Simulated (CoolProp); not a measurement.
Vapour pressure (MPa) of CHF3 (R23): the reference equation beside estimates from Tc = 26.1 °C, pc = 4.832 MPa, ω = 0.263.

Computed with CoolProp (reference Helmholtz-energy equation of state, Penoncello 2003).

| T (°C) | reference | Lee-Kesler | Redlich-Kwong |
|---|---|---|---|
| -92.15 | ? | ? | 0.1074 |
| -86.65 | 0.07692 | ? | 0.1456 |
| -81.15 | 0.1065 | 0.1047 | ? |
| -75.65 | 0.1444 | 0.1429 | 0.2515 |
| -70.15 | 0.1922 | 0.1913 | 0.3219 |
| -64.65 | 0.2515 | 0.2513 | ? |
| -59.15 | 0.3240 | 0.3249 | 0.5041 |
| -53.65 | 0.4116 | 0.4138 | 0.6186 |
| -48.25 | ? | 0.5178 | 0.7479 |
| -42.75 | 0.6372 | 0.6426 | 0.8980 |

Question: Fill in the missing entries.

Answer: 
- -92.15, reference: 0.05429
- -92.15, Lee-Kesler: 0.05258
- -86.65, Lee-Kesler: 0.07510
- -81.15, Redlich-Kwong: 0.1932
- -64.65, Redlich-Kwong: 0.4056
- -48.25, reference: 0.5140

Absolute difference from the reference over all 10 rows, mean and median: Lee-Kesler 1.1 and 0.8 %, Redlich-Kwong 66.4 and 64.4 %.
